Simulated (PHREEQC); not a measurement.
A PHREEQC input (ion-association model, phreeqc.dat):

```
SOLUTION 1
  temp 15
  units mg/L
  pH 12.5
  pe -1.3
  Na 0.749
  K 2.38
  Ca 0.891
  Mg 0.281
  Cl 2.48
  S(6) 0.0368 as SO4
  Alkalinity 5.51 as HCO3
  Si 0.00391 as SiO2
END
USE solution 1
EQUILIBRIUM_PHASES 1
  Chalcedony 0 0
  CO2(g) -2.5 10
END
```

It stops with these messages:

```
WARNING: Maximum iterations exceeded, 100
WARNING: Maximum iterations exceeded, 100
WARNING: The program has failed to converge to a numerical solution.
ERROR:           Alkalinity has not converged. Total: 9.034930e-05	Calculated: 1.574629e-02	Residual: -1.565594e-02
ERROR: Is non-carbonate alkalinity greater than total alkalinity?
ERROR:                   Ca has not converged. Total: 2.224278e-05	Calculated: 2.018461e-05	Residual: 2.058170e-06
ERROR:                   Cl has not converged. Total: 6.999027e-05	Calculated: 7.631893e-05	Residual: -6.328653e-06
ERROR:                    K has not converged. Total: 6.089996e-05	Calculated: 6.642815e-05	Residual: -5.528197e-06
ERROR:                   Mg has not converged. Total: 1.156444e-05	Calculated: 1.065936e-05	Residual: 9.050840e-07
ERROR:                   Na has not converged. Total: 3.259760e-05	Calculated: 3.558266e-05	Residual: -2.985062e-06
ERROR:                 S(6) has not converged. Total: 3.832888e-07	Calculated: 2.933970e-07	Residual: 8.989180e-08
ERROR:                   Si has not converged. Total: 6.511106e-08	Calculated: 5.919177e-08	Residual: 5.919288e-09
ERROR:                   Mu Ionic strength has not converged. 	Residual: -2.663521e-04
ERROR:               A(H2O) Activity of water has not converged. 	Residual: 2.616829e-04
ERROR: Model failed to converge for initial solution  1.
```

What went wrong, and how is it mended?

The fault: pH typed as 12.5 with the alkalinity kept. The line should read `pH 6.99` where the input has `pH 12.5`. With the mend the run ends at pH 6.21 and ionic strength 0.000196 mol/kgw.
